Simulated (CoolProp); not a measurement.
Model: reference Helmholtz-energy equation of state, Lemmon 2006, in CoolProp. It is a short technical equation, of lower accuracy than the large ones.

### Question
For hydrogen sulfide, give the phase and the Z, cv (kJ/(kg K)), Joule-Thomson coefficient (K/MPa), isothermal compressibility (1/MPa) at 376.8 K and 6.3 MPa.

### Answer
- 376.8 K and 6.3 MPa: gas; Z 0.712, cv 0.949, Joule-Thomson coefficient 10.6, isothermal compressibility 0.247
